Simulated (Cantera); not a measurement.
A closed system holds: 1 mol SiH₄, 9.2 mol N₂, equilibrated at 15.8 Torr.

Equilibrium computed with Cantera from the NASA thermochemical tables; the gas is ideal and each condensed phase is pure. Candidate condensed phases: Si, Si₃N₄; 18 gas species. N₂ is the only nitrogen source here; it is nearly inert below about 1500 K, so the nitride shown seldom forms there in practice. The tables' values for SiN are old estimates; treat these amounts as uncertain. Gases not in the tables: Si₂H₆ and higher silanes. Rates play no part.

x: gas mole fraction; n: condensed amount in mol.

```csv
T (K),x N₂,x H₂,x H,x Si,x Si₂N,x SiH,n Si₃N₄(s),n Si(l)
1248,0.810,0.190,(withheld),<1e-12,<1e-12,<1e-12,0.333,0
1298,0.810,0.190,(withheld),1.77e-12,<1e-12,<1e-12,0.333,0
1348,0.810,0.190,(withheld),1.92e-11,<1e-12,7.80e-12,0.333,0
1398,0.810,0.190,(withheld),1.74e-10,<1e-12,5.55e-11,0.333,0
1448,0.810,0.190,(withheld),1.36e-9,3.94e-12,3.44e-10,0.333,0
1498,0.810,0.190,(withheld),9.22e-9,4.50e-11,1.88e-9,0.333,0
1548,0.810,0.190,(withheld),5.51e-8,4.38e-10,9.22e-9,0.333,0
1598,0.810,0.190,(withheld),2.94e-7,3.69e-9,4.08e-8,0.333,0
1648,0.810,0.190,(withheld),1.42e-6,2.71e-8,1.64e-7,0.333,0
1698,0.810,0.190,(withheld),6.21e-6,1.77e-7,6.10e-7,0.333,0
1748,0.810,0.189,(withheld),2.49e-5,1.04e-6,2.09e-6,0.333,0
1798,0.810,0.189,(withheld),9.27e-5,5.47e-6,6.70e-6,0.333,0
1848,0.821,0.178,(withheld),0.000299,2.31e-5,1.82e-5,0,0.996
1898,0.820,0.177,(withheld),0.000585,3.75e-5,3.11e-5,0,0.992
```

Question: Complete the blanks.

Answer: 
- 1248, x H: 1.40e-6
- 1298, x H: 3.22e-6
- 1348, x H: 6.96e-6
- 1398, x H: 1.42e-5
- 1448, x H: 2.77e-5
- 1498, x H: 5.17e-5
- 1548, x H: 9.26e-5
- 1598, x H: 0.000160
- 1648, x H: 0.000268
- 1698, x H: 0.000435
- 1748, x H: 0.000686
- 1798, x H: 0.00106
- 1848, x H: 0.00154
- 1898, x H: 0.00227
